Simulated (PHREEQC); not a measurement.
Consider water at 20 °C with 0.0054 mol HF, 0.0063 mol NH4HF2, 7.6e-07 mol H4SiO4 and 0.006 mol H3PO4 per kg of water. Closed to the air; pH follows from the charge balance.

Model: ion-association model, phreeqc.dat, run in PHREEQC.

This is a speciation only: nothing precipitates in the calculation.

Question: Order these F species by the share of F that they hold, largest first: HF, F-, HF2-.

Answer: HF (74 %), F- (24 %), HF2- (2.3 %)

The pH is 2.60 and the ionic strength 0.00904 mol/kgw. Complexes and solids missing from the database can't appear. SiF6-2 is the database's only silicon fluoride.
